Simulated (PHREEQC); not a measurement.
A solution holds 0.29 mol/kgw NaHSO4 and 0.35 mol/kgw K2HPO4, at 25 °C. It is in equilibrium with CO2 at log p = -3.4 (atm). Otherwise closed; pH follows from the charge balance.

All values are PHREEQC results (ion-association model, phreeqc.dat), not measurements.

| quantity | before | after |
|---|---|---|
| pH | 5.83 | 6.15 |
| ionic strength (mol/kgw) | 1.06 | 0.123 |
| K+ (mol/kgw) | 0.598 | 0.0660 |
| HPO4-2 (mol/kgw) | 0.0473 | 0.00564 |
| KHPO4- (mol/kgw) | 0.00837 | 0.000246 |

Problem. Name the change that produced these shifts.
(A) 0.015 mol/kgw CaSO4 added
(B) temperature from 25 to 10 °C
(C) NaHSO4 left out
(D) 0.014 mol/kgw KCl added
(E) diluted 10-fold with water

Solution. E, diluted 10-fold with water

This is a speciation only: nothing precipitates in the calculation. The ionic strength passes 0.7 mol/kgw, the rough limit of the ion-association models, in before.
